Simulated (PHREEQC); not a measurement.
A column of 0.5 m (40 cells, dispersivity 0.025 m, 60 s a shift, diffusion coefficient 3e-10 m²/s) holds 0.11 eq of the database's cation exchanger X per kg of pore water, first in equilibrium with 0.0042 mol BaCl2 and 1e-05 mol HCl per kg of water. It is flushed with 0.094 mol SrCl2 and 1e-05 mol HCl per kg of water, at 25 °C. Values are for the last cell. No CO2 enters from the air. Precipitation was switched off in this run.

Equilibrium calculation in PHREEQC: ion-association model, phreeqc.dat.

Task: Predict Ba in solution (mol/kgw), SrX2 on the exchanger (mol/kgw) at pore volumes = 0.8875, 2.638, 3.263, 3.888, 4.013.

Result: 
```
pore volumes  Ba in solution (mol/kgw)  SrX2 on the exchanger (mol/kgw)
------------  ------------------------  -------------------------------
0.8875                          0.0403                         0.000824
2.638                          0.00290                           0.0533
3.263                         0.000523                           0.0547
3.888                          8.82e-5                           0.0549
4.013                          6.15e-5                           0.0550
```
